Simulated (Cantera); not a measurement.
An adiabatic, constant-pressure homogeneous reactor starts with CH4 : CO : O2 : N2 = 1 : 0.3 : 3.91 : 14.1 (molar parts), equivalence ratio 0.55, at 1800 K and 1.00 bar.

Cantera simulation using GRI-Mech 3.0 (53 species, 325 reactions); the numbers are that mechanism's predictions, not measurements.

Q: Predict: time of steepest temperature rise; temperature at 0.500 s; equilibrium temperature; x(CO) at 0.500 s; x(O2) at 0.500 s; x(HO2) at 0.500 s; x(H2O2) at 0.500 s; x(OH) at 0.500 s.

A: 
| Quantity | Value |
|---|---|
| time of steepest temperature rise | 0.106 ms |
| temperature at 0.500 s | 2651 K |
| equilibrium temperature | 2651 K |
| x(CO) at 0.500 s | 0.0143 (gas-phase equilibrium 0.0143) |
| x(O2) at 0.500 s | 0.0825 (gas-phase equilibrium 0.0825) |
| x(HO2) at 0.500 s | 9.67e-6 (gas-phase equilibrium 9.67e-6) |
| x(H2O2) at 0.500 s | 2.44e-7 (gas-phase equilibrium 2.44e-7) |
| x(OH) at 0.500 s | 0.0169 (gas-phase equilibrium 0.0169) |
